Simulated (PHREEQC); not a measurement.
Solution (25 °C): 1.3 mmol/kgw Cu(NO3)2 and 0.033 mmol/kgw H2SO4. Closed to the air; pH follows from the charge balance.

The numbers come from PHREEQC with the ion-association model, phreeqc.dat.

Problem. The ionic strength comes out as 0.00398 mol/kgw. What activity coefficients do SO4-2, Cu+2, NO3-, H+ get?

Solution. SO4-2 0.76, Cu+2 0.77, NO3- 0.93, H+ 0.94.

Precipitation was switched off in this run.
